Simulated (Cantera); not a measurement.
# Nitride etching: BN + H₂O + H₂

Feed: 1 mol BN, 4.6 mol H₂O, 20 mol H₂, equilibrated at 1000 Pa.

These are equilibrium values from Cantera (NASA tables, ideal gas, pure condensed phases), not measurements of a reactor. Candidate condensed phases: B, BN, B₂O₃, B₃O₃H₃, H₂O; 39 gas species. Gases not in the tables: H₃BO₃. Kinetics and transport are ignored.

From 998 K to 1398 K the condensed part is B₂O₃(l). From 1448 K to 1548 K nothing is condensed.

| T (K) | x H₂ | x H₂O | x HBO₂ | x N₂ | x B₂O₃ | n B₂O₃(l) |
|---|---|---|---|---|---|---|
| 998 | 0.857 | 0.123 | 8.83e-5 | 0.0199 | 3.04e-10 | 0.494 |
| 1048 | 0.857 | 0.123 | 0.000240 | 0.0199 | 2.99e-9 | 0.493 |
| 1098 | 0.856 | 0.123 | 0.000591 | 0.0199 | 2.36e-8 | 0.490 |
| 1148 | 0.856 | 0.123 | 0.00134 | 0.0199 | 1.55e-7 | 0.481 |
| 1198 | 0.855 | 0.122 | 0.00282 | 0.0199 | 8.62e-7 | 0.463 |
| 1248 | 0.854 | 0.120 | 0.00556 | 0.0199 | 4.15e-6 | 0.428 |
| 1298 | 0.852 | 0.118 | 0.0103 | 0.0198 | 1.76e-5 | 0.368 |
| 1348 | 0.849 | 0.113 | 0.0181 | 0.0197 | 6.68e-5 | 0.268 |
| 1398 | 0.843 | 0.107 | 0.0299 | 0.0196 | 0.000229 | 0.111 |
| 1448 | 0.840 | 0.102 | 0.0380 | 0.0195 | 0.000450 | 0 |
| 1498 | 0.840 | 0.102 | 0.0379 | 0.0195 | 0.000514 | 0 |
| 1548 | 0.839 | 0.102 | 0.0377 | 0.0195 | 0.000581 | 0 |
x: gas mole fraction; n: condensed amount in mol.
